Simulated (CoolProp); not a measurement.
Vapour-liquid equilibrium of ethylene (1) + n-butane (2) at -62.45 °C; x and y are mole fractions of (1).

Computed with CoolProp (multi-fluid Helmholtz-energy mixture model, Smukala 2000 and Bücker 2006; pair parameters Bell 2016).

Give the bubble pressure and the first vapour's composition at x = 0.275, 0.575, 0.65. Is there an azeotrope?

x = 0.275: 0.1854 MPa, y = 0.980; x = 0.575: 0.3588 MPa, y = 0.993; x = 0.65: 0.4120 MPa, y = 0.995. No azeotrope shows between x = 0.05 and 0.95.

Pair parameters are fitted to limited data, so mixtures are less certain than the pure fluids. The gap from Raoult's law changes sign with composition, which may be real or a fault of the pair parameters; it wasn't checked against measurements.
